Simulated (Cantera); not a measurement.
Charge: 1 mol CF4, 0.15 mol Si, equilibrated at 1650 K and 18.8 Torr.

Cantera equilibrium calculation (NASA polynomials, part measured and part estimated; ideal gas, pure solids and liquids). Candidate condensed phases: C, Si, SiC; 23 gas species. Gases not in the tables: C2F6 and larger saturated fluorocarbons. Equilibrium is a limit: real reactors are often held back by kinetics, nucleation or transport.

Base state: CF4 0.848, SiF4 0.150, CF2 0.00190, CF3 0.000363, F 0.000303 (mole fractions); condensed: C(graphite).

Question: What changes in the equilibrium state with this change: temperature from 1650 K to 750 K?

Answer: 
```
species             before  after
----------------  --------  -----
CF4                  0.848  0.850
SiF4                 0.150  0.150
CF2                0.00190  <1e-9
CF3               0.000363  <1e-9
F                 0.000303  <1e-9
C(graphite), mol     0.149  0.150
```
Condensed phases not in the tables: fluorocarbon polymer.

Question: What changes in the equilibrium state with this change: pressure from 18.8 Torr to 4.28 Torr?

Answer: 
```csv
species,before,after
CF4,0.848,0.845
SiF4,0.150,0.150
CF2,0.00190,0.00397
F,0.000303,0.000917
CF3,0.000363,0.000524
"C(graphite), mol",0.149,0.148
```
